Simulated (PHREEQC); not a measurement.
# Buffer

Dissolve 15 mmol/kgw NaHSO4, 1.3 mmol/kgw NH3 and 0.13 mmol/kgw LiCl at 35 °C. Closed to the air; pH follows from the charge balance.

All values are PHREEQC results (ion-association model, phreeqc.dat), not measurements.

This is a speciation only: nothing precipitates in the calculation.

Question: Predict the pH, ionic strength.

Answer: pH 2.13; ionic strength 0.0340 mol/kgw.

Question: In which forms is Li present?

Answer: Li+ 98 %, LiSO4- 2.1 % of the Li.

Species that the database lacks are ignored.
